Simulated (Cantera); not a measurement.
What does this Cantera script print?

```python
import numpy as np
import cantera as ct

gas_names = """
    B BH BH2 BH3 BN BO BO2 B2 B2O B2O2 B2O3 B3O3H3 H HBO HBO2 HNO HNO2 HNO3 HO2 H2 H2O H2O2 H3B3O6 N NH
    NH2 NH3 NH2OH NO NO2 NO3 N2 N2H2 N2H4 N2O O OH O2 O3
""".split()
cond_names = """
    B(b) B(L) BN(s) B2O3(L) B3O3H3(cr) H2O(s) H2O(L)
""".split()


# ... load() reads the species with a 1 bar reference pressure and builds the phases ...
atoms = {
    'B2H6': {'B': 2, 'H': 6},
    'N2': {'N': 2},
    'H2': {'H': 2},
    'H2O': {'H': 2, 'O': 1},
}
top_T = {'BN(s)': 3200}  # K; cautious upper limits of use, not melting points


# ... equilibrate(T, P, feed) seeds the gas with the atoms and calls Mixture.equilibrate('TP', solver="vcs", rtol=1e-11, max_steps=5000) ...
results = []
feed = {'B2H6': 1, 'N2': 0.39, 'H2': 0.46, 'H2O': 0.18}  # mol
T = 1298  # K
P = 100000  # Pa
mix = equilibrate(T, P, feed)
results.append((T, P, feed, dict(zip(mix.species_names, mix.species_moles))))
print(gas.report(threshold=0.001))
for i in range(1, mix.n_phases):
    print(f"{mix.phase(i).name:16s} {mix.phase_moles(i):12.5e} mol")
```

It prints:

```
       temperature   1298 K
          pressure   1e+05 Pa
           density   0.023955 kg/m^3
  mean mol. weight   2.5852 kg/kmol
   phase of matter   gas

                          1 kg             1 kmol
                     ---------------   ---------------
          enthalpy        8.6091e+06        2.2257e+07  J
   internal energy        4.4346e+06        1.1464e+07  J
           entropy             68420        1.7688e+05  J/K
    Gibbs function       -8.0201e+07       -2.0734e+08  J
 heat capacity c_p             12595             32561  J/K
 heat capacity c_v            9378.9             24246  J/K

                      mass frac. Y      mole frac. X     chem. pot. / RT
                     ---------------   ---------------   ---------------
            B3O3H3           0.22266         0.0068977           -163.49
                H2           0.77421           0.99281           -18.199
     [  +37 minor]         0.0031344        0.00029079

B(b)              1.07463e+00 mol
BN(s)             7.80000e-01 mol
B2O3(L)           3.46215e-02 mol
B3O3H3(cr)        0.00000e+00 mol
```

Equilibrium computed with Cantera from the NASA thermochemical tables; the gas is ideal and each condensed phase is pure. The feed counts by its element totals alone. N2 is the only nitrogen source here; it is nearly inert below about 1500 K, so the nitride shown seldom forms there in practice. Mutual solubility and eutectic melting of coexisting phases are not modelled.
